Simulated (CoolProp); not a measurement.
Vapour-liquid equilibrium of benzene (1) + n-octane (2) at 405.8 K; x and y are mole fractions of (1).

The numbers come from the multi-fluid Helmholtz-energy mixture model, Thol 2012 and Beckmüller 2019; pair parameters Bell 2016 in CoolProp.

| x | bubble pressure (kPa) | y at the bubble point | dew pressure at overall composition x (kPa) | liquid density (mol/L) |
|---|---|---|---|---|
| 0.05 | 138.9 | 0.154 | 127.5 | 5.417 |
| 0.2 | 188.1 | 0.461 | 144.6 | 5.825 |
| 0.35 | 235.0 | 0.638 | 166.9 | 6.296 |
| 0.5 | 277.8 | 0.754 | 197.0 | 6.845 |
| 0.65 | 316.9 | 0.839 | 238.9 | 7.497 |
| 0.8 | 353.8 | 0.910 | 298.2 | 8.283 |
| 0.95 | 390.0 | 0.977 | 375.1 | 9.249 |

No azeotrope shows between x = 0.05 and 0.95.

Pair parameters are fitted to limited data, so mixtures are less certain than the pure fluids.
